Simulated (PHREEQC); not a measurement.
NaOH is added in steps, without added water, to 1 kg of water holding 0.15 mol NaH2PO4 and 0.0027 mol Na2SO4, at 30 °C. Oxygen alone is held at its pressure in air (log pO2 = -0.68). The system is closed to CO2. Solids allowed: Mirabilite. Others were left out.

Base run: PHREEQC, ion-association model, wateq4f.dat. Each further column changes one thing. The table gives NaHPO4- (mol/kgw).

```
NaOH added (mol)     base  Na2SO4 left out  Na2SO4 from 0.0027 to 0.00135 mol/kgw  0.0096 mol/kgw H3AsO4 added  no solid may form
----------------  -------  ---------------  -------------------------------------  ---------------------------  -----------------
0                 5.90e-5          5.77e-5                                5.83e-5                            …            5.90e-5
0.02125           0.00194          0.00191                                0.00193                      0.00102            0.00194
0.0425            0.00404          0.00398                                0.00401                      0.00299            0.00404
0.06375           0.00629          0.00621                                0.00625                            …            0.00629
0.085             0.00870          0.00860                                0.00865                            …            0.00870
0.1062             0.0113           0.0111                                 0.0112                            …             0.0113
0.1275             0.0140           0.0138                                 0.0139                            …             0.0140
0.1487             0.0168           0.0166                                 0.0167                            …             0.0168
0.17               0.0153           0.0151                                 0.0152                            …             0.0153
```

Q: Fill in the missing entries.

A: 
- 0, 0.0096 mol/kgw H3AsO4 added: 4.03e-6
- 0.06375, 0.0096 mol/kgw H3AsO4 added: 0.00510
- 0.085, 0.0096 mol/kgw H3AsO4 added: 0.00736
- 0.1062, 0.0096 mol/kgw H3AsO4 added: 0.00977
- 0.1275, 0.0096 mol/kgw H3AsO4 added: 0.0123
- 0.1487, 0.0096 mol/kgw H3AsO4 added: 0.0150
- 0.17, 0.0096 mol/kgw H3AsO4 added: 0.0175

H3PO4, which wateq4f.dat lacks, is added to it with the constant of phreeqc.dat.
